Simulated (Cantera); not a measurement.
Thermodynamics of roasting and sulfation, feed Fe₂O₃ + H₂S + CO₂

Feed: 1 mol Fe₂O₃, 0.14 mol H₂S, 0.061 mol CO₂, at 63000 Pa.

Cantera equilibrium calculation (NASA polynomials, part measured and part estimated; ideal gas, pure solids and liquids). Candidate condensed phases: C, C₆H₆, C₇H₈, C₈H₁₈, Fe, Fe(CO)₅, FeO, Fe(OH)₂, Fe(OH)₃, FeS, FeSO₄, FeS₂, Fe₂O₃, Fe₂(SO₄)₃, Fe₃O₄, H₂O, H₂SO₄, S; 127 gas species. Mutual solubility and eutectic melting of coexisting phases are not modelled. The tables' stoichiometric FeO is somewhat more stable than real wüstite, so its field is too wide. FeO, FeS: taken at fixed stoichiometry. Gases not in the tables: S₃ to S₇. Rates play no part.

```json
[
 {"T (K)": "948", "log p H₂O": "-0.56", "log p SO₂": "-0.65", "log p CO₂": "-0.91", "log p S₂": "-2.25", "log p H₂S": "-2.24", "log p H₂": "-3.51", "n FeS(s)": "0.0197", "n Fe₃O₄(s)": "0.660", "n FeO(s)": "0"},
 {"T (K)": "998", "log p H₂O": "-0.56", "log p SO₂": "-0.66", "log p CO₂": "-0.92", "log p S₂": "-2.14", "log p H₂S": "-2.23", "log p H₂": "-3.30", "n FeS(s)": "0.0185", "n Fe₃O₄(s)": "0.660", "n FeO(s)": "0"},
 {"T (K)": "1048", "log p H₂O": "-0.56", "log p SO₂": "-0.66", "log p CO₂": "-0.92", "log p S₂": "-2.04", "log p H₂S": "-2.21", "log p H₂": "-3.11", "n FeS(s)": "0.0172", "n Fe₃O₄(s)": "0.661", "n FeO(s)": "0"},
 {"T (K)": "1098", "log p H₂O": "-0.57", "log p SO₂": "-0.66", "log p CO₂": "-0.92", "log p S₂": "-1.96", "log p H₂S": "-2.20", "log p H₂": "-2.93", "n FeS(s)": "0.0158", "n Fe₃O₄(s)": "0.661", "n FeO(s)": "0"},
 {"T (K)": "1148", "log p H₂O": "-0.57", "log p SO₂": "-0.67", "log p CO₂": "-0.92", "log p S₂": "-1.88", "log p H₂S": "-2.18", "log p H₂": "-2.77", "n FeS(s)": "0.0141", "n Fe₃O₄(s)": "0.662", "n FeO(s)": "0"},
 {"T (K)": "1198", "log p H₂O": "-0.57", "log p SO₂": "-0.67", "log p CO₂": "-0.92", "log p S₂": "-1.80", "log p H₂S": "-2.17", "log p H₂": "-2.62", "n FeS(s)": "0.0123", "n Fe₃O₄(s)": "0.663", "n FeO(s)": "0"},
 {"T (K)": "1248", "log p H₂O": "-0.57", "log p SO₂": "-0.68", "log p CO₂": "-0.93", "log p S₂": "-1.74", "log p H₂S": "-2.16", "log p H₂": "-2.49", "n FeS(s)": "0.0103", "n Fe₃O₄(s)": "0.663", "n FeO(s)": "0"},
 {"T (K)": "1298", "log p H₂O": "-0.58", "log p SO₂": "-0.68", "log p CO₂": "-0.93", "log p S₂": "-1.68", "log p H₂S": "-2.15", "log p H₂": "-2.36", "n FeS(s)": "0.00819", "n Fe₃O₄(s)": "0.664", "n FeO(s)": "0"},
 {"T (K)": "1348", "log p H₂O": "-0.58", "log p SO₂": "-0.68", "log p CO₂": "-0.94", "log p S₂": "-1.62", "log p H₂S": "-2.14", "log p H₂": "-2.25", "n FeS(s)": "0.00586", "n Fe₃O₄(s)": "0.665", "n FeO(s)": "0"},
 {"T (K)": "1398", "log p H₂O": "-0.59", "log p SO₂": "-0.65", "log p CO₂": "-0.95", "log p S₂": "-1.74", "log p H₂S": "-2.29", "log p H₂": "-2.21", "n FeS(s)": "0", "n Fe₃O₄(s)": "0.635", "n FeO(s)": "0.0947"},
 {"T (K)": "1448", "log p H₂O": "-0.59", "log p SO₂": "-0.61", "log p CO₂": "-0.96", "log p S₂": "-2.20", "log p H₂S": "-2.68", "log p H₂": "-2.26", "n FeS(s)": "0", "n Fe₃O₄(s)": "0.604", "n FeO(s)": "0.187"},
 {"T (K)": "1498", "log p H₂O": "-0.59", "log p SO₂": "-0.60", "log p CO₂": "-0.97", "log p S₂": "-2.67", "log p H₂S": "-3.07", "log p H₂": "-2.30", "n FeS(s)": "0", "n Fe₃O₄(s)": "0.593", "n FeO(s)": "0.222"},
 {"T (K)": "1548", "log p H₂O": "-0.59", "log p SO₂": "-0.59", "log p CO₂": "-0.97", "log p S₂": "-3.14", "log p H₂S": "-3.45", "log p H₂": "-2.34", "n FeS(s)": "0", "n Fe₃O₄(s)": "0.588", "n FeO(s)": "0.235"},
 {"T (K)": "1598", "log p H₂O": "-0.59", "log p SO₂": "-0.59", "log p CO₂": "-0.97", "log p S₂": "-3.58", "log p H₂S": "-3.80", "log p H₂": "-2.38", "n FeS(s)": "0", "n Fe₃O₄(s)": "0.587", "n FeO(s)": "0.240"}
]
```
log p: log10 of the partial pressure in bar; n: condensed amount in mol.

From 948 K to 1348 K the condensed part is FeS(s) + Fe₃O₄(s). From 1398 K to 1598 K the condensed part is FeO(s) + Fe₃O₄(s).
